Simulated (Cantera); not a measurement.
## Adiabatic ignition

An adiabatic, constant-pressure homogeneous reactor starts with CH₄ : O₂ : N₂ = 1 : 0.952 : 3.58 (molar parts), equivalence ratio 2.1, at 1650 K and 0.563 atm.

Cantera simulation using GRI-Mech 3.0 (53 species, 325 reactions); the numbers are that mechanism's predictions, not measurements.

```csv
t (s),T (K),x CH₄,x O₂,x HO₂,x C₂H₄,x H₂,x C₂H
2.00e-6,1650,0.181,0.172,7.20e-7,4.39e-12,8.01e-7,<1e-12
4.92e-6,1650,0.181,0.172,1.73e-6,1.40e-10,2.18e-6,<1e-12
1.21e-5,1650,0.181,0.172,3.97e-6,3.36e-9,5.73e-6,<1e-12
2.98e-5,1650,0.181,0.172,8.13e-6,7.23e-8,1.57e-5,<1e-12
7.34e-5,1650,0.181,0.172,1.24e-5,1.67e-6,5.17e-5,<1e-12
0.000181,1650,0.179,0.172,1.80e-5,4.28e-5,0.000286,<1e-12
0.000445,1682,0.166,0.164,0.000104,0.00144,0.00560,4.76e-10
0.00110,2589,2.96e-6,1.65e-5,1.15e-8,7.84e-10,0.176,4.37e-8
0.00270,2550,6.78e-12,3.79e-5,2.32e-8,<1e-12,0.174,<1e-12
0.00664,2542,5.28e-12,4.37e-5,2.60e-8,<1e-12,0.173,<1e-12
0.0163,2542,5.24e-12,4.39e-5,2.61e-8,<1e-12,0.173,<1e-12
0.0402,2542,5.22e-12,4.39e-5,2.62e-8,<1e-12,0.173,<1e-12
0.0990,2542,5.22e-12,4.39e-5,2.62e-8,<1e-12,0.173,<1e-12
0.244,2542,5.22e-12,4.39e-5,2.62e-8,<1e-12,0.173,<1e-12
0.600,2542,5.22e-12,4.39e-5,2.62e-8,<1e-12,0.173,<1e-12
```
x: mole fraction; the columns are a selection and need not sum to one.

* **time of steepest temperature rise**: 0.620 ms
* **temperature at 0.600 s**: 2542 K
* **equilibrium temperature**: 2542 K
* **x(CH₄) at 0.600 s**: 5.22e-12 (gas-phase equilibrium 5.85e-12)
* **x(O₂) at 0.600 s**: 4.39e-5 (gas-phase equilibrium 4.39e-5)
* **x(HO₂) at 0.600 s**: 2.62e-8 (gas-phase equilibrium 2.62e-8)
